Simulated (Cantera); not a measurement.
Input: 1 mol NF₃, 0.044 mol SO₂, 0.23 mol H₂, at 0.100 bar.

These are equilibrium values from Cantera (NASA tables, ideal gas, pure condensed phases), not measurements of a reactor. Candidate condensed phases: H₂O, H₂SO₄, S; 62 gas species. Rates play no part. All values below are at 3348 K.

Base state: F 0.702, N₂ 0.137, HF 0.123, O 0.0205, S 0.0102, H 0.00325, SO 0.00153, NO 0.00125 (mole fractions); condensed: gas only.

Task: What changes in the equilibrium state with this change: SO₂ from 0.044 to 0.0047 mol?

Result: 
```tsv
species	before	after
F	0.702	0.724
N₂	0.137	0.142
HF	0.123	0.127
O	0.0205	0.00247
S	0.0102	0.00128
SO₂	4.31e-5	7.80e-8
O₂	0.000386	5.60e-6
SO	0.00153	2.29e-5
S₂	2.64e-5	4.10e-7
```
